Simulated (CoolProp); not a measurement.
A single-stage vapour-compression cycle with R1132(E): evaporating at 259.15 K (dew point), condensing at 314.15 K (bubble point), superheat 2 K, subcooling 5 K, compressor efficiency 0.65, no pressure losses. Each further row changes one setting.

The numbers come from the reference Helmholtz-energy equation of state, Akasaka 2024 in CoolProp.

| case | cooling COP | pressure ratio | discharge temperature (K) | refrigerating effect (kJ/kg) | volumetric capacity (kJ/m³) |
|---|---|---|---|---|---|
| as stated | 2.28 | 4.77 | 359.5 | 179 | 3030 |
| evaporating temperature 264.15 K | 2.62 | [?] | [?] | [?] | [?] |
| condensing temperature 309.15 K | 2.61 | 4.24 | 351.5 | 189 | 3200 |
| subcooling 10 K | 2.41 | 4.77 | 359.5 | 189 | 3200 |
| superheat 12 K | 2.28 | 4.77 | 371.1 | 190 | 3040 |
| compressor efficiency 0.55 | [?] | 4.77 | 370.8 | 179 | 3030 |

Problem. Complete the blanks.

Solution. 
- evaporating temperature 264.15 K, pressure ratio: 4.02
- evaporating temperature 264.15 K, discharge temperature (K): 354.4
- evaporating temperature 264.15 K, refrigerating effect (kJ/kg): 182
- evaporating temperature 264.15 K, volumetric capacity (kJ/m³): 3630
- compressor efficiency 0.55, cooling COP: 1.93
